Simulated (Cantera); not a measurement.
What does this Cantera script print?

```python
import numpy as np
import cantera as ct

gas = ct.Solution("gri30.yaml")
gas.TPX = 725, 110000, {'CO': 1, 'H2': 0.13, 'CH4': 0.17, 'O2': 1.56, 'N2': 5.87, 'H2O': 0.5}
inlet = ct.Reservoir(gas, clone=True)
gas.equilibrate("HP")  # start burning
reactor = ct.IdealGasConstPressureReactor(gas, energy="on", clone=False)
exhaust = ct.Reservoir(gas, clone=True)
tau = [0.42, 0.15, 0.056, 0.02, 0.0073, 0.0026, 0.00096, 0.00035, 0.00013, 4.6e-05][0]
for a, b in ((inlet, reactor), (reactor, exhaust)):
    ct.MassFlowController(a, b, mdot=lambda t: reactor.mass / tau)
net = ct.ReactorNet([reactor])
show = ['CO', 'H2', 'CH4', 'H', 'H2O2', 'CO2', 'CH3']

rows = []
print(f"{'tau/s':>10s}{'T/K':>9s}" + "".join(f"{s:>11s}" for s in show))
for tau in [0.42, 0.15, 0.056, 0.02, 0.0073, 0.0026, 0.00096, 0.00035, 0.00013, 4.6e-05]:
    net.initial_time = 0.0
    net.advance(30 * tau)
    before = gas.X
    net.advance(40 * tau)
    drift = np.max(np.abs(gas.X - before) / (gas.X + 1e-9))
    rows.append([gas.T, *gas[show].X, drift])
    print(f"{tau:10.3e}{gas.T:9.1f}" + "".join(f"{x:11.3e}" for x in gas[show].X))
```

Output:

```
     tau/s      T/K         CO         H2        CH4          H       H2O2        CO2        CH3
 4.200e-01   2049.9  1.106e-03  1.853e-04  3.279e-07  3.376e-05  7.081e-08  1.337e-01  1.053e-07
 1.500e-01   2047.8  1.383e-03  2.234e-04  8.212e-07  4.461e-05  7.351e-08  1.334e-01  2.613e-07
 5.600e-02   2040.8  2.008e-03  3.121e-04  1.804e-06  7.370e-05  8.066e-08  1.327e-01  5.588e-07
 2.000e-02   2024.7  3.400e-03  5.171e-04  3.722e-06  1.593e-04  9.981e-08  1.312e-01  1.085e-06
 7.300e-03   1995.2  5.952e-03  9.042e-04  7.227e-06  3.804e-04  1.382e-07  1.283e-01  1.914e-06
 2.600e-03   1944.9  1.029e-02  1.571e-03  1.445e-05  9.226e-04  2.086e-07  1.235e-01  3.337e-06
 9.600e-04   1870.9  1.659e-02  2.503e-03  2.998e-05  2.014e-03  3.305e-07  1.164e-01  5.810e-06
 3.500e-04   1762.7  2.625e-02  3.620e-03  7.152e-05  3.889e-03  5.831e-07  1.056e-01  1.084e-05
 1.300e-04   1598.9  4.487e-02  4.481e-03  2.360e-04  5.579e-03  1.269e-06  8.530e-02  2.392e-05
 4.600e-05    725.0  1.083e-01  1.408e-02  1.842e-02  2.589e-15 -1.709e-18  1.965e-13  7.370e-14
```

Cantera simulation using GRI-Mech 3.0 (53 species, 325 reactions); the numbers are that mechanism's predictions, not measurements.
